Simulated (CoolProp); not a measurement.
Vapour-liquid equilibrium of C3F8 (R218) (1) + c-C4F8 (RC318) (2) at 245 kPa; x and y are mole fractions of (1).

Computed with CoolProp (multi-fluid Helmholtz-energy mixture model, Lemmon 2006 and Platzer 1990; pair parameters Bell 2016). This equation is an older, rougher fit; its heat capacities, sound speeds and derivatives of the liquid may be far off and weren't checked against measurements.

```
x     bubble temperature (K)  y at the bubble point  dew temperature at overall composition x (K)  liquid density (mol/L)
----  ----------------------  ---------------------  --------------------------------------------  ----------------------
0.05                   290.0                      …                                             …                   7.664
0.2                    286.3                  0.322                                         288.3                   7.757
0.35                   281.0                      …                                         285.8                   7.862
0.5                    274.9                  0.747                                         282.6                   7.964
0.65                   268.9                      …                                         278.4                   8.046
0.8                    263.6                  0.946                                         272.6                       …
0.95                       …                  0.990                                         263.2                   8.106
```

### Question
Fill in the missing entries.

### Answer

- 0.05, y at the bubble point: 0.074
- 0.05, dew temperature at overall composition x (K): 290.3
- 0.35, y at the bubble point: 0.561
- 0.65, y at the bubble point: 0.871
- 0.8, liquid density (mol/L): 8.095
- 0.95, bubble temperature (K): 259.2

No azeotrope shows between x = 0.05 and 0.95.

Pair parameters are fitted to limited data, so mixtures are less certain than the pure fluids.
